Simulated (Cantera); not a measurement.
**SiC + N2 (sublimation and decomposition of ceramics)**

A closed system holds: 1 mol SiC, 0.4 mol N2, at 3.40 mbar.

Method: chemical equilibrium by Gibbs-energy minimisation in Cantera with the NASA 1993 tables (ideal gas, pure condensed phases). Candidate condensed phases: C, Si, SiC, Si3N4; 32 gas species. Ions and electrons are included (thermal ionisation). The tables' values for SiN are old estimates; treat these amounts as uncertain. The numbers say what is thermodynamically allowed, not how fast it happens.

```
T (°C)   x Si     x C    x N2    x SiC2       x N      x C3     x CN      x C2      x e-     x Si+
------  -----  ------  ------  --------  --------  --------  -------  --------  --------  --------
2727    0.422  0.0120   0.252     0.231  0.000120    0.0481   0.0226   0.00606   2.00e-5   2.61e-5
2977    0.478  0.0557   0.215     0.109  0.000491    0.0771   0.0406    0.0197   8.39e-5   9.69e-5
3227    0.481   0.163   0.179    0.0318   0.00161    0.0557   0.0515    0.0335  0.000271  0.000288
3477    0.447   0.296   0.156   0.00520   0.00455    0.0154   0.0460    0.0272  0.000714  0.000728
3727    0.425   0.364   0.149  0.000577    0.0118   0.00195   0.0316    0.0121   0.00167   0.00167
3977    0.412   0.386   0.143   6.56e-5    0.0271  0.000216   0.0200   0.00457   0.00354   0.00355
4227    0.398   0.390   0.128   8.70e-6    0.0553   2.68e-5   0.0124   0.00178   0.00692   0.00692
4477    0.380   0.384   0.104   1.34e-6    0.0988   3.88e-6  0.00743  0.000727    0.0125    0.0125
4727    0.356   0.372  0.0722   2.35e-7     0.153   6.45e-7  0.00424  0.000314    0.0212    0.0212
```
x: gas mole fraction; nothing condenses.

From 2727 °C to 4727 °C nothing is condensed. The main Si-bearing gas is Si throughout.
